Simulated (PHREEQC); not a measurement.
Consider water at 25 °C with 0.19 mol HF, 0.00019 mol H2SiF6, 0.0059 mol H3PO4 and 0.032 mol HNO3 per kg of water. Closed to the air; pH follows from the charge balance.

Model: ion-association model, wateq4f.dat, run in PHREEQC.

```
quantity                   before    after
------------------------  -------  -------
pH                           1.49     1.50
ionic strength (mol/kgw)   0.0379    0.346
HF (mol/kgw)                0.115    0.111
H2F2 (mol/kgw)             0.0348   0.0350
H3PO4 (mol/kgw)           0.00472  0.00445
F- (mol/kgw)              0.00286  0.00384
```

Question: What was changed between the two runs?
A) 0.33 mol/kgw AgNO3 added
B) temperature from 25 to 50 °C
C) H2SiF6 left out
D) HNO3 left out

Answer: A, 0.33 mol/kgw AgNO3 added

No solid was allowed to form. wateq4f.dat counts part of the HF as a dimer, H2F2, which phreeqc.dat doesn't know; its constant is uncertain. H3PO4, which wateq4f.dat lacks, is added to it with the constant of phreeqc.dat. SiF6-2 is the database's only silicon fluoride. The database has no phosphate complexes of Ag.
